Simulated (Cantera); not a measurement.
## Adiabatic ignition

An adiabatic, constant-pressure homogeneous reactor starts with H₂ : O₂ : N₂ : H₂O = 1 : 0.294 : 1.11 : 0.16 (molar parts), equivalence ratio 1.7, at 1798 K and 0.550 bar.

Detailed kinetics in Cantera: GRI-Mech 3.0 (53 species, 325 reactions).

```
t (s)     T (K)   x H₂     x O₂   x H₂O       x O     x NO₂    x HO₂      x NO
--------  -----  -----  -------  ------  --------  --------  -------  --------
1.00e-6    1798  0.390    0.115  0.0624   3.64e-7    <1e-12  3.02e-6    <1e-12
2.64e-6    1798  0.390    0.115  0.0624   2.99e-6    <1e-12  7.45e-6    <1e-12
6.97e-6    1799  0.386    0.113  0.0650  0.000210    <1e-12  1.89e-5  7.35e-11
1.84e-5    1973  0.142   0.0114   0.234    0.0159  6.83e-11  3.75e-6   3.53e-6
4.86e-5    2205  0.152  0.00884   0.244    0.0130  3.84e-10  2.55e-6   1.99e-5
0.000128   2490  0.162  0.00586   0.259   0.00888   1.99e-9  1.82e-6   7.21e-5
0.000339   2742  0.169  0.00340   0.277   0.00514   1.55e-8  1.70e-6  0.000326
0.000894   2814  0.171  0.00268   0.282   0.00406   6.33e-8  1.62e-6   0.00114
0.00236    2812  0.172  0.00256   0.281   0.00391   1.37e-7  1.56e-6   0.00251
0.00624    2811  0.173  0.00252   0.281   0.00385   1.69e-7  1.53e-6   0.00313
0.0165     2811  0.173  0.00251   0.281   0.00385   1.71e-7  1.53e-6   0.00315
0.0435     2811  0.173  0.00251   0.281   0.00385   1.71e-7  1.53e-6   0.00315
0.115      2811  0.173  0.00251   0.281   0.00385   1.71e-7  1.53e-6   0.00315
0.303      2811  0.173  0.00251   0.281   0.00385   1.71e-7  1.53e-6   0.00315
0.800      2811  0.173  0.00251   0.281   0.00385   1.71e-7  1.53e-6   0.00315
```
x: mole fraction; the columns are a selection and need not sum to one.

```
Item                                                                 Value
---------------------------------  ---------------------------------------
time of steepest temperature rise                                  11.5 µs
temperature at 0.800 s                                              2811 K
equilibrium temperature                                             2811 K
x(H₂) at 0.800 s                       0.173 (gas-phase equilibrium 0.173)
x(O₂) at 0.800 s                   0.00251 (gas-phase equilibrium 0.00251)
x(H₂O) at 0.800 s                      0.281 (gas-phase equilibrium 0.281)
```
